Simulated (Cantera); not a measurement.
Feed: 1 mol CH3SiH3, 0.22 mol C2H2, 160 mol H2, at 0.0160 bar.

Cantera equilibrium calculation (NASA polynomials, part measured and part estimated; ideal gas, pure solids and liquids). Candidate condensed phases: C, C6H6, C7H8, C8H18, Si, SiC; 87 gas species. The feed counts by its element totals alone. The numbers say what is thermodynamically allowed, not how fast it happens.

At 1825 K, list the 4 most abundant gas species with their mole fractions, and the condensed phases.

H2 0.996, H 0.00348, C2H2 (acetylene) 0.000214, CH4 1.13e-5. Condensed: C(graphite) + SiC(s).
